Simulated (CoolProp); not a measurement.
Model: reference Helmholtz-energy equation of state, Gao 2022, in CoolProp.

Problem. Give the vapour pressure (MPa), vapour density (kg/m³), enthalpy of vaporisation (kJ/kg), liquid cp (kJ/(kg K)) of saturated n-perfluoropentane at 300.9, 368.1 K.

Solution. 
```csv
T (K),p (MPa),vapour density (kg/m³),enthalpy of vaporisation (kJ/kg),liquid cp (kJ/(kg K))
300.9,0.0957,11.6,91.1,1.05
368.1,0.686,83.8,65.9,1.22
```
